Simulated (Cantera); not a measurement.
Charge: 1 mol Al₂O₃, 3 mol H₂, equilibrated at 2500 K and 1000 Pa.

Method: chemical equilibrium by Gibbs-energy minimisation in Cantera with the NASA 1993 tables (ideal gas, pure condensed phases). Candidate condensed phases: Al, Al₂O₃, H₂O; 19 gas species. The tables' values for AlOH are old estimates; treat these amounts as uncertain. Equilibrium is a limit: real reactors are often held back by kinetics, nucleation or transport.

Base state: H₂ 0.750, H 0.218, H₂O 0.0176, Al 0.00839, Al₂O 0.00262, OH 0.00106, AlOH 0.00105, AlO 0.000795 (mole fractions); condensed: Al₂O₃(l).

Task: What changes in the equilibrium state with this change: temperature from 2500 K to 2025 K?

Result: 
```
species          before     after
-------------  --------  --------
H₂                0.750     0.980
H                 0.218    0.0191
H₂O              0.0176  0.000709
Al              0.00839  0.000356
O              0.000202   2.04e-8
Al₂O₂           1.27e-5   1.01e-8
AlO₂H           9.26e-5   1.09e-7
OH              0.00106   1.44e-6
AlO            0.000795   1.16e-6
Al₂O₃(l), mol     0.973         0
Al₂O₃(s), mol         0     0.999
```
